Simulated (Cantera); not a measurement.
## Hydrogen reduction and annealing atmospheres: Fe2O3 + H2 + H2O

Input: 1 mol Fe2O3, 39 mol H2, a varied amount of H2O, at 675 °C and 1.00 bar.

Equilibrium computed with Cantera from the NASA thermochemical tables; the gas is ideal and each condensed phase is pure. Candidate condensed phases: Fe, FeO, Fe(OH)2, Fe(OH)3, Fe2O3, Fe3O4, H2O; 12 gas species. The tables' stoichiometric FeO is somewhat more stable than real wüstite, so its field is too wide. FeO: taken at fixed stoichiometry. The numbers say what is thermodynamically allowed, not how fast it happens.

From 0.79 mol H2O to 2.5 mol H2O the condensed part is Fe(α). From 3.4 mol H2O to 4.5 mol H2O the condensed part is Fe(α) + FeO(s). From 6 mol H2O to 8.1 mol H2O the condensed part is FeO(s).

| n(H2O) (mol) | log p H2 | log p H2O | n Fe(α) | n FeO(s) |
|---|---|---|---|---|
| 0.79 | -0.04 | -1.02 | 2.00 | 0 |
| 1.1 | -0.05 | -0.99 | 2.00 | 0 |
| 1.4 | -0.05 | -0.96 | 2.00 | 0 |
| 1.9 | -0.06 | -0.92 | 2.00 | 0 |
| 2.5 | -0.06 | -0.88 | 2.00 | 0 |
| 3.4 | -0.06 | -0.87 | 1.31 | 0.689 |
| 4.5 | -0.06 | -0.87 | 0.359 | 1.64 |
| 6 | -0.07 | -0.81 | 0 | 2.00 |
| 8.1 | -0.09 | -0.71 | 0 | 2.00 |
log p: log10 of the partial pressure in bar; n: condensed amount in mol.
